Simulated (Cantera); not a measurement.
Charge: 1 mol C₂H₂, 28 mol H₂, equilibrated at 1.33 mbar.

Equilibrium computed with Cantera from the NASA thermochemical tables; the gas is ideal and each condensed phase is pure. Candidate condensed phases: C, C₆H₆, C₇H₈, C₈H₁₈; 76 gas species. Kinetics and transport are ignored.

**Question.** At 2350 K, list the 5 most abundant gas species with their mole fractions, and the condensed phases.

**Answer.** H₂ 0.708, H 0.287, C₂H₂ (acetylene) 0.00391, C₂H 8.11e-5, C₃ 3.10e-5. Condensed: C(graphite).
